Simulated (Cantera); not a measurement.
Input: 1 mol CuO, 0.82 mol C, 0.03 mol CO, held at 40000 Pa.

These are equilibrium values from Cantera (NASA tables, ideal gas, pure condensed phases), not measurements of a reactor. Candidate condensed phases: C, Cu, CuO, Cu2O; 15 gas species. The numbers say what is thermodynamically allowed, not how fast it happens.

Q: Which condensed phases are stable at each of these points (T (°C)): 1377, 1477, 1577, 1677, 1777, 1877, 1977, 2077, 2177, 2277?

A: 
| T (°C) | condensed phases | Cu condensed (%) |
|---|---|---|
| 1377 | Cu(l) | 100.0 |
| 1477 | Cu(l) | 99.9 |
| 1577 | Cu(l) | 99.8 |
| 1677 | Cu(l) | 99.4 |
| 1777 | Cu(l) | 98.5 |
| 1877 | Cu(l) | 96.5 |
| 1977 | Cu(l) | 92.0 |
| 2077 | Cu(l) | 82.3 |
| 2177 | Cu(l) | 58.7 |
| 2277 | gas only | 0.0 |

From 1377 °C to 2177 °C the condensed part is Cu(l). At 2277 °C nothing is condensed.
